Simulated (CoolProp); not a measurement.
Properties of R1132(E) along the isotherm 280.1 K.

The numbers come from the reference Helmholtz-energy equation of state, Akasaka 2024 in CoolProp.

| p (kPa) | phase | Z | fugacity coefficient |
|---|---|---|---|
| 20.6 | gas | 0.9971 | 0.9971 |
| 34.7 | gas | 0.9951 | 0.9951 |
| 58.5 | gas | 0.9917 | 0.9918 |
| 98.8 | gas | 0.9859 | 0.9861 |
| 167 | gas | 0.9760 | 0.9765 |
| 281 | gas | 0.9590 | ___ |
| 475 | gas | 0.9288 | ___ |
| 801 | gas | 0.8734 | ___ |
| 1350 | liquid | 0.03781 | ___ |
| 2280 | liquid | ___ | 0.3931 |
| 3850 | liquid | 0.1066 | ___ |
| 6500 | liquid | ___ | 0.1550 |

Problem. Some entries are withheld; supply them.

Solution. 
- 281, fugacity coefficient: 0.9605
- 475, fugacity coefficient: 0.9334
- 801, fugacity coefficient: 0.8877
- 1350, fugacity coefficient: 0.6469
- 2280, Z: 0.06358
- 3850, fugacity coefficient: 0.2432
- 6500, Z: 0.1782
